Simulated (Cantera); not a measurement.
A closed system holds: 1 mol AlCl3, 4.3 mol NH3, 3.1 mol H2, at 600 K.

Points: P (Pa) = 10, 28, 77, 220, 600, 1700, 4600, 13000, 36000, 100000.

Cantera's Mixture.equilibrate('TP', solver="vcs", rtol=1e-11, max_steps=5000) on the NASA tables stopped like this:

```
ERROR: FAILURE its = 5001!

*******************************************************************************
CanteraError thrown by MultiPhase::equilibrate:
VCS solver failed. Return code: -1
*******************************************************************************
```

Task: What got this run through?

Result: This is not unique; one that fits is The failure is numerical, not chemical. The same input converged with solver="gibbs", rtol=1e-10, max_steps=50000, and the result passed a check of the equilibrium conditions:
```
log10 of partial pressures in bar; condensed amounts in mol
      P/Pa        H2        N2       HCL     ALCL3    AL2CL6       NH3    ALN(s)
        10    -4.163    -4.831    -4.885    -5.456    -7.771   -10.041     0.551
        28    -3.716    -4.383    -4.440    -5.014    -6.887    -9.146    0.5489
        77    -3.276    -3.943    -4.004    -4.587    -6.035    -8.266    0.5437
       220    -2.818    -3.485    -3.558    -4.164    -5.188    -7.350    0.5308
       600    -2.379    -3.045    -3.141    -3.791    -4.441    -6.472     0.507
      1700    -1.922    -2.587    -2.720    -3.444    -3.747    -5.557    0.4692
      4600    -1.485    -2.148    -2.329    -3.147    -3.154    -4.682    0.4244
   1.3e+04    -1.028    -1.690    -1.931    -2.864    -2.587    -3.768    0.3742
   3.6e+04    -0.582    -1.242    -1.546    -2.603    -2.067    -2.875    0.3255
     1e+05    -0.136    -0.798    -1.166    -2.352    -1.565    -1.985    0.2787
```

The gas is ideal and each condensed phase is pure.
